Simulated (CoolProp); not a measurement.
Vapour-liquid equilibrium of p-xylene (1) + n-decane (2) at 227.55 °C; x and y are mole fractions of (1).

Computed with CoolProp (multi-fluid Helmholtz-energy mixture model, Zhou 2012 and Lemmon 2006; pair parameters Bell 2016).

Problem. Give the bubble pressure and the first vapour's composition at x = 0.35, 0.5, 0.8. Is there an azeotrope?

Solution. x = 0.35: 0.4555 MPa, y = 0.496; x = 0.5: 0.5077 MPa, y = 0.643; x = 0.8: 0.6126 MPa, y = 0.875. No azeotrope shows between x = 0.05 and 0.95.

Pair parameters are fitted to limited data, so mixtures are less certain than the pure fluids.
